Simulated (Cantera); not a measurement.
**CuO + H2 (hydrogen reduction and annealing atmospheres)**

Charge: 1 mol CuO, 260 mol H2, equilibrated at 14.0 Pa.

Cantera equilibrium calculation (NASA polynomials, part measured and part estimated; ideal gas, pure solids and liquids). Candidate condensed phases: Cu, CuO, Cu(OH)2, Cu2O, H2O; 12 gas species. Equilibrium is a limit: real reactors are often held back by kinetics, nucleation or transport.

| T (°C) | x H2 | x H | x H2O | x Cu | x OH | x Cu2 | x O | n Cu(s) |
|---|---|---|---|---|---|---|---|---|
| 777 | 0.996 | 6.84e-7 | 0.00385 | 7.52e-7 | 8.44e-12 | 2.90e-12 | <1e-12 | 1.000 |
| 827 | 0.996 | 2.18e-6 | 0.00385 | 4.25e-6 | 3.75e-11 | 3.40e-11 | <1e-12 | 0.999 |
| 877 | 0.996 | 6.29e-6 | 0.00385 | 2.06e-5 | 1.47e-10 | 3.20e-10 | <1e-12 | 0.995 |
| 927 | 0.996 | 1.66e-5 | 0.00385 | 8.77e-5 | 5.13e-10 | 2.49e-9 | <1e-12 | 0.977 |
| 977 | 0.996 | 4.08e-5 | 0.00384 | 0.000331 | 1.62e-9 | 1.64e-8 | <1e-12 | 0.914 |
| 1027 | 0.995 | 9.33e-5 | 0.00384 | 0.00113 | 4.70e-9 | 9.25e-8 | <1e-12 | 0.707 |
| 1077 | 0.992 | 0.000201 | 0.00383 | 0.00349 | 1.26e-8 | 4.58e-7 | 2.38e-12 | 0.0879 |
| 1127 | 0.992 | 0.000409 | 0.00383 | 0.00383 | 3.14e-8 | 2.97e-7 | 1.18e-11 | 0 |
| 1177 | 0.992 | 0.000796 | 0.00383 | 0.00383 | 7.37e-8 | 1.67e-7 | 5.25e-11 | 0 |
| 1227 | 0.991 | 0.00148 | 0.00383 | 0.00383 | 1.63e-7 | 9.78e-8 | 2.12e-10 | 0 |
| 1277 | 0.990 | 0.00265 | 0.00383 | 0.00383 | 3.44e-7 | 5.91e-8 | 7.81e-10 | 0 |
| 1327 | 0.988 | 0.00457 | 0.00382 | 0.00382 | 6.92e-7 | 3.68e-8 | 2.66e-9 | 0 |
x: gas mole fraction; n: condensed amount in mol.

From 777 °C to 1077 °C the condensed part is Cu(s). From 1127 °C to 1327 °C nothing is condensed. The main Cu-bearing gas is Cu throughout.
